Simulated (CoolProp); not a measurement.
Values from CoolProp's reference Helmholtz-energy equation of state, Smukala 2000.

**Question.** For ethylene, give the phase and the Z, cv (kJ/(kg K)), expansivity (1/kK) at 96.25 °C and 18900 kPa; 119.25 °C and 18900 kPa; 165.35 °C and 18900 kPa.

**Answer.** 
- 96.25 °C and 18900 kPa: supercritical; Z 0.667, cv 1.64, expansivity 6.64
- 119.25 °C and 18900 kPa: supercritical; Z 0.727, cv 1.70, expansivity 6.01
- 165.35 °C and 18900 kPa: supercritical; Z 0.828, cv 1.82, expansivity 4.47
